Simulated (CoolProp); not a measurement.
Vapour-liquid equilibrium of CH2F2 (R32) (1) + R123 (2) at 300.1 K; x and y are mole fractions of (1).

The numbers come from the multi-fluid Helmholtz-energy mixture model, Tillner-Roth 1997 and Younglove 1994; pair parameters Bell 2016 in CoolProp.

**Question.** Give the bubble pressure and the first vapour's composition at x = 0.2, 0.35, 0.8. Is there an azeotrope?

**Answer.** x = 0.2: 4.827 bar, y = 0.811; x = 0.35: 7.429 bar, y = 0.887; x = 0.8: 14.17 bar, y = 0.969. No azeotrope shows between x = 0.05 and 0.95.

Pair parameters are fitted to limited data, so mixtures are less certain than the pure fluids. The gap from Raoult's law changes sign with composition, which may be real or a fault of the pair parameters; it wasn't checked against measurements.
